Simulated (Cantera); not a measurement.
What does this Cantera script print?

```python
import numpy as np
import cantera as ct

gas = ct.Solution("SiF4_NH3_mec.yaml", "gas")
gas.TPX = 2123, 9500, {'NH3': 1, 'H2': 21, 'N2': 0.049}
reactor = ct.IdealGasConstPressureReactor(gas, energy="off", clone=False)
net = ct.ReactorNet([reactor])
net.rtol, net.atol = 1e-08, 1e-18
show = ['NH3', 'H2', 'N2H2', 'H', 'N2H4', 'N']
times = np.geomspace(5e-05, 100, 13)

steps = ct.SolutionArray(gas, extra=["t"])
rows = []
print(f"{'t/s':>10s}{'T/K':>9s}{'P/Pa':>11s}" + "".join(f"{s:>11s}" for s in show))
for t in times:
    while net.time < t:
        t_next = net.step()
        steps.append(gas.state, t=t_next)
    rows.append([np.interp(t, steps.t, y) for y in (steps.T, steps.P, *steps(*show).X.T)])
    print(f"{t:10.3e}{rows[-1][0]:9.1f}{rows[-1][1]:11.4g}" + "".join(f"{x:11.3e}" for x in rows[-1][2:]))
rate = np.gradient(steps.T, steps.t)
print("integrator steps:", len(steps.t))
if steps.T.max() > steps.T[0] + 200:
    print(f"time of steepest temperature rise: {steps.t[rate.argmax()]:.4e} s")
gas.TPX = 2123, 9500, {'NH3': 1, 'H2': 21, 'N2': 0.049}
gas.equilibrate("TP")
print(f"equilibrium (TP): T = {gas.T:.1f} K  " + "  ".join(f"{s} {gas[s].X[0]:.3e}" for s in show))
```

It prints:

```
       t/s      T/K       P/Pa        NH3         H2       N2H2          H       N2H4          N
 5.000e-05   2123.0       9500  4.535e-02  9.524e-01  4.758e-12  1.697e-05  1.126e-13  1.423e-12
 1.675e-04   2123.0       9500  4.534e-02  9.524e-01  5.931e-11  5.709e-05  1.198e-12  5.810e-11
 5.612e-04   2123.0       9500  4.532e-02  9.522e-01  8.699e-10  1.912e-04  1.319e-11  2.228e-09
 1.880e-03   2123.0       9500  4.524e-02  9.518e-01  1.655e-08  6.333e-04  1.432e-10  8.078e-08
 6.300e-03   2123.0       9500  4.457e-02  9.510e-01  2.257e-07  1.710e-03  1.010e-09  1.544e-06
 2.111e-02   2123.0       9500  3.957e-02  9.532e-01  3.128e-07  2.112e-03  1.208e-09  2.557e-06
 7.071e-02   2123.0       9500  2.576e-02  9.601e-01  2.022e-07  2.486e-03  6.987e-10  2.676e-06
 2.369e-01   2123.0       9500  4.660e-03  9.690e-01  3.762e-08  4.762e-03  8.209e-11  3.359e-06
 7.937e-01   2123.0       9500  4.978e-05  9.648e-01  4.375e-11  1.145e-02  5.422e-14  5.112e-07
 2.659e+00   2123.0       9500  8.018e-06  9.648e-01  1.161e-12  1.151e-02  1.420e-15  8.353e-08
 8.909e+00   2123.0       9500  2.110e-06  9.648e-01  9.202e-14  1.151e-02  9.832e-17  2.198e-08
 2.985e+01   2123.0       9500  6.339e-07  9.648e-01  1.968e-14  1.151e-02  8.895e-18  6.605e-09
 1.000e+02   2123.0       9500  2.675e-07  9.648e-01  1.378e-14  1.151e-02  1.600e-18  2.787e-09
integrator steps: 1441
equilibrium (TP): T = 2123.0 K  NH3 2.293e-07  H2 9.648e-01  N2H2 1.344e-14  H 1.151e-02  N2H4 1.181e-18  N 2.389e-09
```

Computed with Cantera and the gas-phase N/H chemistry of the illustrative SiF4/NH3 mechanism in the Surface Chemkin manual (1991). Walls and surfaces, which speed up NH3 decomposition in real reactors, are not modelled.
